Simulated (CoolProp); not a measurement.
Vapour-liquid equilibrium of R125 (1) + isobutane (2) at -40.65 °C; x and y are mole fractions of (1).

Computed with CoolProp (multi-fluid Helmholtz-energy mixture model, Lemmon 2005 and Bücker 2006; pair parameters Bell 2016).

```
x     bubble pressure (MPa)  y at the bubble point  dew pressure at overall composition x (MPa)  liquid density (mol/L)
----  ---------------------  ---------------------  -------------------------------------------  ----------------------
0.05                0.05571                  0.518                                      0.02918                   10.80
0.15                0.09599                  0.739                                      0.03251                   10.90
0.25                 0.1198                  0.803                                      0.03667                   11.00
0.35                 0.1323                  0.830                                      0.04205                   11.11
0.45                 0.1382                  0.843                                      0.04924                   11.23
0.55                 0.1408                  0.849                                      0.05935                   11.37
0.65                 0.1423                  0.854                                      0.07453                   11.53
0.75                 0.1440                  0.863                                      0.09947                   11.72
0.85                 0.1460                  0.885                                       0.1410                   11.95
0.95                 0.1463                  0.941                                       0.1461                   12.23
```

y crosses x between x = 0.85 and 0.95: the model has an azeotrope there.

Pair parameters are fitted to limited data, so mixtures are less certain than the pure fluids. With so large a gap from Raoult's law the liquid may split in two, which this calculation doesn't test in full.
